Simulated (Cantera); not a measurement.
A closed system holds: 1 mol Fe₂O₃, 8 mol H₂, held at 0.0330 bar.

Cantera equilibrium calculation (NASA polynomials, part measured and part estimated; ideal gas, pure solids and liquids). Candidate condensed phases: Fe, FeO, Fe(OH)₂, Fe(OH)₃, Fe₂O₃, Fe₃O₄, H₂O; 12 gas species. Mutual solubility and eutectic melting of coexisting phases are not modelled. The tables' stoichiometric FeO is somewhat more stable than real wüstite, so its field is too wide. FeO: taken at fixed stoichiometry. Rates play no part.

**Question.** Which condensed phases are stable at each of these points (T (°C)): 750, 800, 850, 900, 950, 1000, 1050, 1100, 1150, 1200?

**Answer.** 
```tsv
T (°C)	condensed phases	Fe condensed (%)
750	Fe(α) + FeO(s)	100.0
800	Fe(α) + FeO(s)	100.0
850	Fe(α) + FeO(s)	100.0
900	Fe(α) + FeO(s)	100.0
950	Fe(γ) + FeO(s)	100.0
1000	Fe(γ) + FeO(s)	100.0
1050	Fe(γ) + FeO(s)	100.0
1100	Fe(γ) + FeO(s)	100.0
1150	Fe(γ) + FeO(s)	100.0
1200	Fe(γ) + FeO(s)	100.0
```

From 750 °C to 900 °C the condensed part is Fe(α) + FeO(s). From 950 °C to 1200 °C the condensed part is Fe(γ) + FeO(s).
